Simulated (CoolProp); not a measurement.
Values from CoolProp's reference Helmholtz-energy equation of state, Lemmon 2006. It is a short technical equation, of lower accuracy than the large ones.

Problem. Give the vapour pressure (kPa), vapour density (kg/m³), liquid cp (kJ/(kg K)) of saturated acetone at 73.15, 89.65 °C.

Solution. 
```tsv
T (°C)	p (kPa)	vapour density (kg/m³)	liquid cp (kJ/(kg K))
73.15	176	3.82	2.29
89.65	283	6.03	2.35
```
